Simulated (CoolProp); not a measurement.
Normal hydrogen at 293.15 K and 0.165 MPa flows at 12 m/s in a round tube of 25 mm bore and 15 µm roughness, fully developed (64/Re and Nu = 3.66 if laminar; Colebrook and Gnielinski if turbulent). Each further row changes one setting.

Computed with CoolProp (reference Helmholtz-energy equation of state, Leachman 2009).

| case | Reynolds number | Darcy friction factor | pressure drop (Pa/m) | heat-transfer coefficient (W/(m² K)) | mass flow (kg/h) |
|---|---|---|---|---|---|
| as stated | 4650 | ___ | 15.2 | 111 | ___ |
| velocity 24 m/s | 9300 | 0.0324 | ___ | ___ | ___ |
| diameter 50 mm | 9300 | ___ | 6.27 | 101 | 11.6 |

Task: Some entries are withheld; supply them.

Result: 
- as stated, Darcy friction factor: 0.0388
- as stated, mass flow (kg/h): 2.89
- velocity 24 m/s, pressure drop (Pa/m): 50.8
- velocity 24 m/s, heat-transfer coefficient (W/(m² K)): 206
- velocity 24 m/s, mass flow (kg/h): 5.78
- diameter 50 mm, Darcy friction factor: 0.0319

Viscosity comes from a separate model (Muzny 2013). Thermal conductivity comes from a separate model (Assael 2011).
